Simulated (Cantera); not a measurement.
Input (Python, Cantera) and output of one run.

```python
import numpy as np
import cantera as ct

gas_names = """
    C CO COS CO2 CS CS2 C2 C2O C3 C3O2 C4 C5 Mg MgO MgS Mg2 O O2 O3 S SO SO2 SO3 S2 S2O S8
""".split()
cond_names = """
    C(gr) Mg(cr) Mg(L) MgCO3(s) MgO(s) MgO(L) MgS(s) MgSO4(s) MgSO4(L) S(cr1) S(cr2) S(L)
""".split()


def load(file, names, dense=False):
    # The tables refer to 1 bar. Condensed volumes are neglected.
    table = {s.name: s for s in ct.Species.list_from_file(file)}
    out = []
    for n in names:
        d = dict(table[n].input_data)
        d["thermo"] = dict(d["thermo"], **{"reference-pressure": 1e5})
        if dense:
            d["equation-of-state"] = {"model": "constant-volume", "density": "1e6 g/cm^3"}
        out.append(ct.Species.from_dict(d))
    return out


gas = ct.Solution(thermo="ideal-gas", species=load("nasa_gas.yaml", gas_names))
cond = {s.name: ct.Solution(thermo="fixed-stoichiometry", species=[s], name=s.name)
        for s in load("nasa_condensed.yaml", cond_names, dense=True)}
atoms = {
    'MgO': {'Mg': 1, 'O': 1},
    'SO3': {'S': 1, 'O': 3},
    'CO2': {'C': 1, 'O': 2},
}
top_T = {'C(gr)': 4500, 'MgS(s)': 2250}  # K; cautious upper limits of use, not melting points


def equilibrate(T, P, feed):
    n = {}
    for name, mol in feed.items():
        for a, k in atoms[name].items():
            n[a] = n.get(a, 0.0) + k * mol
    gas.TPX = T, P, n
    mass = sum(n.values()) * gas.mean_molecular_weight
    gas.equilibrate("TP")
    valid = [c for c in cond.values() if c.min_temp <= T <= top_T.get(c.name, c.max_temp)]
    mix = ct.Mixture([(gas, mass / gas.mean_molecular_weight)] + [(c, 0.0) for c in valid])
    mix.T, mix.P = T, P
    mix.equilibrate("TP", solver="vcs", rtol=1e-11, max_steps=5000)
    return mix


results = []
feed = {'MgO': 1, 'SO3': 0.6, 'CO2': 1.1}  # mol
P = 26000  # Pa
for T in [823, 873, 923, 973, 1023, 1073, 1123, 1173, 1223, 1273, 1323]:
    mix = equilibrate(T, P, feed)
    results.append((T, P, feed, dict(zip(mix.species_names, mix.species_moles))))

top = {s: max(r[3][s] / sum(r[3][g] for g in gas_names) for r in results) for s in gas_names}
cols = sorted((s for s in top if top[s] > 0.001), key=lambda s: -top[s])[:8]
seen = [c for c in cond_names if any(r[3].get(c, 0) > 1e-12 for r in results)]
print("log10 of partial pressures in bar; condensed amounts in mol")
print(f"{'T/K':>10s}" + "".join(f"{s[:9]:>10s}" for s in cols + seen))
for T, P, feed, n in results:
    ng = sum(n[g] for g in gas_names)
    print(f"{T:10.4g}" + "".join(f"{np.log10(max(n[s] / ng * P / 1e5, 1e-99)):10.3f}" for s in cols)
          + "".join(f"{n.get(c, 0):10.4g}" for c in seen))
```

It prints:

```
log10 of partial pressures in bar; condensed amounts in mol
       T/K       CO2       SO2        O2       SO3    MgO(s)  MgSO4(s)
       823    -0.585    -6.428    -6.729    -8.434       0.4       0.6
       873    -0.585    -5.509    -5.810    -7.413       0.4       0.6
       923    -0.585    -4.692    -4.993    -6.506    0.4001    0.5999
       973    -0.585    -3.962    -4.263    -5.695    0.4005    0.5995
      1023    -0.586    -3.306    -3.607    -4.967    0.4021    0.5979
      1073    -0.590    -2.713    -3.014    -4.310    0.4085    0.5915
      1123    -0.602    -2.175    -2.476    -3.714    0.4303    0.5697
      1173    -0.641    -1.685    -1.986    -3.171    0.5027    0.4973
      1223    -0.767    -1.238    -1.539    -2.676    0.7854    0.2146
      1273    -0.843    -1.118    -1.419    -2.659         1         0
      1323    -0.843    -1.115    -1.416    -2.804         1         0
```

Equilibrium computed with Cantera from the NASA thermochemical tables; the gas is ideal and each condensed phase is pure. Mutual solubility and eutectic melting of coexisting phases are not modelled.
